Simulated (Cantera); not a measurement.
An isothermal plug-flow reactor at 1323 K and 2.90 bar (inlet), inlet velocity 3.1 m/s, active area per volume 130 1/m; feed CH4 : O2 : N2 = 0.007 : 0.097 : 0.79 (molar parts).

Model: Deutschmann's 1995 Pt surface mechanism with GRI-Mech 3.0 gas chemistry, integrated in Cantera. Catalytic surfaces can have several steady states; this one follows from the mechanism file's or the stated starting coverage. Mass transfer to the wall is taken as infinitely fast.

### Question
Predict: x(CH4) at z = 0.027 m; x(O2) at z = 0.027 m; x(H2O) at z = 0.027 m; x(CO2) at z = 0.027 m; x(CO) at z = 0.027 m; θ(free Pt) at the exit; θ(O*) at the exit; θ(OH*) at the exit.

### Answer
```
Property                 Result
----------------------  -------
x(CH4) at z = 0.027 m   8.40e-5
x(O2) at z = 0.027 m     0.0931
x(H2O) at z = 0.027 m    0.0154
x(CO2) at z = 0.027 m   0.00767
x(CO) at z = 0.027 m    3.92e-6
θ(free Pt) at the exit    0.474
θ(O*) at the exit         0.524
θ(OH*) at the exit      0.00199
```
